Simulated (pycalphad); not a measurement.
**Effect of Mg content in Al-Si-Mg**

CALPHAD calculation (pycalphad, COST 507 light-alloy database (1999)), 1 atm. These are 1990s assessments: newer ones move some temperatures and phases. Amounts are mole fractions of atoms.

| alloy | liquidus (°C) | first solid | solidus (°C) | phases at 257 °C |
|---|---|---|---|---|
| Al-0.2717Si-3.563Mg (wt.%) | 641 | fcc | 589 | fcc 0.99, MG2SI 0.01 |
| Al-0.2722Si-5.364Mg (wt.%) | … | fcc | … | fcc 0.99, MG2SI 0.01 |
| Al-0.2727Si-7.163Mg (wt.%) | 623 | fcc | 548 | fcc 0.94, ALMG_BETA 0.05, MG2SI 0.01 |
| Al-0.2749Si-14.44Mg (wt.%) | 583 | fcc | 460 | fcc 0.70, ALMG_BETA 0.29, MG2SI 0.01 |

Question: Complete the blanks.

Answer: 
- Al-0.2722Si-5.364Mg (wt.%), liquidus (°C): 632
- Al-0.2722Si-5.364Mg (wt.%), solidus (°C): 571

Database names, with the compositions (at.%) that they take in these runs: MG2SI: Mg 67 Si 33; ALMG_BETA: Al 61 Mg 39.
